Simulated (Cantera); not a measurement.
Feed: 1 mol Fe₂O₃, 1.2 mol H₂, equilibrated at 1075 K and 0.000830 bar.

Method: chemical equilibrium by Gibbs-energy minimisation in Cantera with the NASA 1993 tables (ideal gas, pure condensed phases). Candidate condensed phases: Fe, FeO, Fe(OH)₂, Fe(OH)₃, Fe₂O₃, Fe₃O₄, H₂O; 12 gas species. The tables' stoichiometric FeO is somewhat more stable than real wüstite, so its field is too wide. FeO: taken at fixed stoichiometry. Equilibrium is a limit: real reactors are often held back by kinetics, nucleation or transport.

Base state: H₂O 0.833, H₂ 0.167 (mole fractions); condensed: FeO(s).

### Question
What changes in the equilibrium state with this change: 0.34 mol H₂S added?

### Answer
```
species      before     after
-----------  ------  --------
H₂O           0.833     0.855
H₂            0.167     0.135
H₂S               0   0.00770
SO₂               0   0.00120
S₂                0  0.000960
FeO(s), mol    2.00      1.68
FeS(s), mol       0     0.323
```
Mutual solubility and eutectic melting of coexisting phases are not modelled. FeO, FeS: taken at fixed stoichiometry. Gases not in the tables: S₃ to S₇. Further candidate phases: FeS, FeSO₄, FeS₂, Fe₂(SO₄)₃, H₂SO₄, S.
